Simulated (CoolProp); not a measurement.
Vapour-liquid equilibrium of ethanol (1) + n-nonane (2) at 427.1 K; x and y are mole fractions of (1).

Model: multi-fluid Helmholtz-energy mixture model, Schroeder 2014 and Lemmon 2006; pair parameters Bell 2016, in CoolProp.

```
x     bubble pressure, mixture model (MPa)  bubble pressure, Raoult's law (MPa)  y, mixture model  y, Raoult's law
----  ------------------------------------  -----------------------------------  ----------------  ---------------
0.05                                0.2596                               0.1589             0.570            0.341
0.15                                0.4835                               0.2564             0.771            0.635
0.25                                0.6306                               0.3539             0.828            0.767
0.35                                0.7270                               0.4513             0.855            0.841
0.45                                0.7934                               0.5488             0.872            0.890
0.55                                0.8450                               0.6463             0.886            0.923
0.65                                0.8920                               0.7438             0.900            0.948
0.75                                0.9406                               0.8413             0.917            0.967
0.85                                0.9945                               0.9388             0.941            0.982
0.95                                 1.054                                1.036             0.976            0.995
```

The largest gap from Raoult's law is +88.6 % in bubble pressure, at x = 0.15. No azeotrope shows between x = 0.05 and 0.95.

The pair parameters rest on a limited set of measurements; away from them the model extrapolates. With so large a gap from Raoult's law the liquid may split in two, which this calculation doesn't test in full.
